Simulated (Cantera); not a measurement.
An adiabatic, constant-pressure homogeneous reactor starts with 5.85 % CH4, 19.8 % O2, 74.3 % N2, at 1400 K and 4.54 atm.

Model: GRI-Mech 3.0 (53 species, 325 reactions), integrated in Cantera.

One state of this run: T (K) = 2497; x CH4 = <1e-12; x O2 = 0.0749; x C2H2 = <1e-12; x CH2CO = <1e-12; x C2H = <1e-12; x CH2O = 7.01e-12. x: mole fraction; the columns are a selection and need not sum to one.

Task: Which value of t (s) does it belong to?
A. 6.31e-6
B. 0.000251
C. 1.58e-5
D. 0.0100

Result: D, 0.0100
